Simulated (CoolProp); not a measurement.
Vapour-liquid equilibrium of diethyl ether (1) + n-hexane (2) at 11.1 bar; x and y are mole fractions of (1).

Computed with CoolProp (multi-fluid Helmholtz-energy mixture model, Thol 2014 and Thol 2019; pair parameters Bell 2016).

**Question.** Give the bubble temperature and the first vapour's composition at x = 0.25, 0.35, 0.75. Is there an azeotrope?

**Answer.** x = 0.25: 154.4 °C, y = 0.391; x = 0.35: 149.2 °C, y = 0.505; x = 0.75: 132.9 °C, y = 0.845. No azeotrope shows between x = 0.05 and 0.95.

The pair parameters rest on a limited set of measurements; away from them the model extrapolates.
